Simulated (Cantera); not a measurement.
Diamond growth

A diamond (100) surface in a fixed gas of H2 with x(CH4) = 0.029, x(CH3) = 5.5e-05, at 1400 K, 1000 Pa; coverages are run to steady state.

Cantera simulation using the Harris–Goodwin 1993 mechanism for the reconstructed diamond (100) surface; the numbers are that mechanism's predictions, not measurements.

```tsv
x(H)	growth (µm/h)	θ c6HH	θ c6H*	θ c6*H	θ c6**
0.0001	0.000107	0.698	0.0294	0.270	0.00345
0.00021	0.000564	0.581	0.0404	0.370	0.00882
0.00042	0.00222	0.486	0.0489	0.447	0.0178
0.00087	0.00745	0.415	0.0546	0.500	0.0307
0.0018	0.0197	0.372	0.0575	0.527	0.0438
0.0037	0.0413	0.348	0.0589	0.539	0.0540
0.0076	0.0706	0.335	0.0595	0.544	0.0607
0.016	0.103	0.329	0.0598	0.547	0.0645
0.032	0.131	0.326	0.0599	0.548	0.0665
```
θ: site fractions in the mechanism's names (c6HH fully hydrogenated, c6H* and c6*H radical sites, c6** diradical, c6HM methylated).
